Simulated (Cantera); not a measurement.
A Cantera script and what it prints.

```python
import numpy as np
import cantera as ct

gas_names = """
    N NO NO2 NO3 N2 N2O O O2 O3 Si SiN SiO SiO2 Si2 Si2N Si3
""".split()
cond_names = """
    Si(cr) Si(L) SiO2(Lqz) SiO2(hqz) SiO2(L) Si2N2O(s) Si3N4(a)
""".split()


# ... load() reads the species with a 1 bar reference pressure and builds the phases ...
atoms = {
    'Si3N4': {'Si': 3, 'N': 4},
    'O2': {'O': 2},
}
top_T = {'Si2N2O(s)': 2100, 'Si3N4(a)': 2400}  # K; cautious upper limits of use, not melting points


# ... equilibrate(T, P, feed) seeds the gas with the atoms and calls Mixture.equilibrate('TP', solver="vcs", rtol=1e-11, max_steps=5000) ...
results = []
feed = {'Si3N4': 1, 'O2': 1.1}  # mol
T = 1773  # K
P = 10000  # Pa
mix = equilibrate(T, P, feed)
results.append((T, P, feed, dict(zip(mix.species_names, mix.species_moles))))
print(gas.report(threshold=1e-06))
for i in range(1, mix.n_phases):
    print(f"{mix.phase(i).name:16s} {mix.phase_moles(i):12.5e} mol")
```

Result:

```
       temperature   1773 K
          pressure   10000 Pa
           density   0.019251 kg/m^3
  mean mol. weight   28.378 kg/kmol
   phase of matter   gas

                          1 kg             1 kmol
                     ---------------   ---------------
          enthalpy        1.6131e+06        4.5778e+07  J
   internal energy        1.0937e+06        3.1036e+07  J
           entropy            9455.6        2.6833e+05  J/K
    Gibbs function       -1.5152e+07       -4.2998e+08  J
 heat capacity c_p            1253.3             35566  J/K
 heat capacity c_v            960.28             27251  J/K

                      mass frac. Y      mole frac. X     chem. pot. / RT
                     ---------------   ---------------   ---------------
                N2           0.96479           0.97733           -28.867
               SiO          0.035212          0.022667           -42.131
     [  +14 minor]        2.0478e-07        1.6364e-07

Si(L)             0.00000e+00 mol
SiO2(L)           4.60953e-01 mol
Si2N2O(s)         1.26095e+00 mol
Si3N4(a)          0.00000e+00 mol
```

Cantera equilibrium calculation (NASA polynomials, part measured and part estimated; ideal gas, pure solids and liquids). Mutual solubility and eutectic melting of coexisting phases are not modelled. The tables hold silica as quartz up to 1696 K and as liquid above; real silica turns to tridymite and cristobalite and melts near 1996 K.
